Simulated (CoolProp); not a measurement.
Vapour-liquid equilibrium of R134a (1) + R236FA (2) at 9.59 bar; x and y are mole fractions of (1).

The numbers come from the multi-fluid Helmholtz-energy mixture model, Tillner-Roth 1994 and Pan 2012; pair parameters Bell 2016 in CoolProp.

Task: Give the bubble temperature and the first vapour's composition at x = 0.35, 0.725, 0.95. Is there an azeotrope?

Result: x = 0.35: 329.4 K, y = 0.493; x = 0.725: 318.0 K, y = 0.834; x = 0.95: 312.2 K, y = 0.974. No azeotrope shows between x = 0.05 and 0.95.

Pair parameters are fitted to limited data, so mixtures are less certain than the pure fluids.
